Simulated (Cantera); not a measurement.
# Equilibrium for hydrogen reduction and annealing atmospheres: Fe₂O₃ + H₂ + H₂O

A closed system holds: 1 mol Fe₂O₃, 2200 mol H₂, 4.1 mol H₂O.

Equilibrium computed with Cantera from the NASA thermochemical tables; the gas is ideal and each condensed phase is pure. Candidate condensed phases: Fe, FeO, Fe(OH)₂, Fe(OH)₃, Fe₂O₃, Fe₃O₄, H₂O; 12 gas species. Rates play no part.

Stable condensed phases:

```
T in K \ P in Pa
              10      42     180     750    3200   13000   56000  240000 1000000
   1848        A       A       A       A       A       B       B       B       B
   1798        A       A       A       A       B       B       B       B       B
   1748        A       A       A       A       B       B       B       B       B
   1698        A       A       A       B       B       B       B       B       B
   1648        A       A       A       B       B       B       B       B       B
   1598        A       A       B       B       B       B       B       B       B
   1548        A       A       B       B       B       B       B       B       B
   1498        A       B       B       B       B       B       B       B       B
   1448        B       B       B       B       B       B       B       B       B
   1398        B       B       B       B       B       B       B       B       B
   1348        B       B       B       B       B       B       B       B       B
```

A: gas only; B: Fe.
